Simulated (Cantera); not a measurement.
Mixture: CH4 : C2H6 : O2 : N2 = 1 : 0.095 : 5.18 : 19.5 (molar parts), at 750 Torr, adiabatic and at constant volume. Ignition delay is the time to a rise of 400 K.

Cantera simulation using GRI-Mech 3.0 (53 species, 325 reactions); the numbers are that mechanism's predictions, not measurements.

Q: What does this change do: pressure from 750 Torr to 1800 Torr?

A: 
```
quantity                                                before       after
--------------------------------------------------  ----------  ----------
delay at 1225 K                                        3.25 ms     1.84 ms
delay at 1425 K                                       0.411 ms    0.230 ms
delay at 1625 K                                        86.8 µs     46.4 µs
delay at 1825 K                                        29.7 µs     14.7 µs
delay at 2025 K                                        14.4 µs     6.71 µs
apparent activation energy between 1825 and 2025 K  110 kJ/mol  120 kJ/mol
```

Q: What does this change do: pressure from 750 Torr to 7500 Torr?

A: 
```tsv
quantity	before	after
delay at 1225 K	3.25 ms	0.766 ms
delay at 1425 K	0.411 ms	91.2 µs
delay at 1625 K	86.8 µs	18.1 µs
delay at 1825 K	29.7 µs	5.20 µs
delay at 2025 K	14.4 µs	2.09 µs
apparent activation energy between 1825 and 2025 K	110 kJ/mol	140 kJ/mol
```
